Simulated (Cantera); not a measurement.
Feed: 1 mol MgO, 0.54 mol Cl2, 0.36 mol O2, equilibrated at 683 Torr.

Cantera equilibrium calculation (NASA polynomials, part measured and part estimated; ideal gas, pure solids and liquids). Candidate condensed phases: Mg, MgCl2, MgO; 11 gas species. Equilibrium is a limit: real reactors are often held back by kinetics, nucleation or transport.

Task: At 825 °C, list the 5 most abundant gas species with their mole fractions, and the condensed phases.

Result: Cl2 0.598, O2 0.400, Cl 0.00120, MgCl2 0.000486, ClO 3.52e-5. Condensed: MgO(s).
